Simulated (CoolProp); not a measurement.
Vapour-liquid equilibrium of toluene (1) + n-nonane (2) at 192 kPa; x and y are mole fractions of (1).

Values from CoolProp's multi-fluid Helmholtz-energy mixture model, Lemmon 2006 and Lemmon 2006; pair parameters Bell 2016.

Q: Give the bubble temperature and the first vapour's composition at x = 0.05, 0.425, 0.65. Is there an azeotrope?

A: x = 0.05: 445.9 K, y = 0.126; x = 0.425: 424.3 K, y = 0.667; x = 0.65: 416.6 K, y = 0.821. No azeotrope shows between x = 0.05 and 0.95.

Pair parameters are fitted to limited data, so mixtures are less certain than the pure fluids.
